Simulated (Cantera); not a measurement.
Input: 1 mol CCl4, 2.5 mol H2, at 0.133 bar.

Equilibrium computed with Cantera from the NASA thermochemical tables; the gas is ideal and each condensed phase is pure. Candidate condensed phases: C, C6H6, C7H8, C8H18; 91 gas species. Kinetics and transport are ignored.

**Question.** What share of the C ends up in condensed phases as a function of T (K), at 1525, 1675, 1825, 1975, 2125, 2275, 2425, 2575, 2725, 2875?

**Answer.** 
| T (K) | C condensed (%) | as |
|---|---|---|
| 1525 | 100.0 | C(graphite) |
| 1675 | 100.0 | C(graphite) |
| 1825 | 100.0 | C(graphite) |
| 1975 | 99.9 | C(graphite) |
| 2125 | 99.8 | C(graphite) |
| 2275 | 99.5 | C(graphite) |
| 2425 | 98.9 | C(graphite) |
| 2575 | 97.7 | C(graphite) |
| 2725 | 95.3 | C(graphite) |
| 2875 | 90.3 | C(graphite) |
